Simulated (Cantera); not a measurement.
**Aluminium nitride and oxide growth: Al(CH3)3 + O2 + N2**

Input: 1 mol Al(CH3)3, 3.8 mol O2, 62 mol N2, at 2025 K and 100000 Pa.

These are equilibrium values from Cantera (NASA tables, ideal gas, pure condensed phases), not measurements of a reactor. Candidate condensed phases: Al, AlN, Al2O3, C, C6H6, C7H8, C8H18, H2O; 148 gas species. The feed counts by its element totals alone. Gases not in the tables: Al(OH)3. Equilibrium is a limit: real reactors are often held back by kinetics, nucleation or transport.

```json
{
 "x(N2)": "0.892",
 "x(H2O)": "0.0356",
 "x(CO)": "0.0342",
 "x(H2)": "0.0290",
 "x(CO2)": "0.00897",
 "x(H)": "0.000328",
 "x(OH)": "4.20e-5",
 "x(NO)": "8.12e-6",
 "n(Al2O3(s))": "0.500 mol",
 "gas_amount": "69.51 mol",
 "log10 activity of C(graphite) (absent)": "-5.53",
 "log10 activity of Al(l) (absent)": "-8.17"
}
```
